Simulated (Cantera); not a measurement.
Charge: 1 mol SiH4, 510 mol H2, 0.13 mol C2H2, equilibrated at 750 Torr.

Method: chemical equilibrium by Gibbs-energy minimisation in Cantera with the NASA 1993 tables (ideal gas, pure condensed phases). Candidate condensed phases: C, C6H6, C7H8, C8H18, Si, SiC; 87 gas species. Gases not in the tables: Si2H6 and higher silanes. Kinetics and transport are ignored.

Question: At 2052 °C, list the 6 most abundant gas species with their mole fractions, and the condensed phases.

Answer: H2 0.987, H 0.0109, Si 0.000951, SiH2 0.000420, SiH 0.000332, C2H2 (acetylene) 0.000170. Condensed: SiC(s).
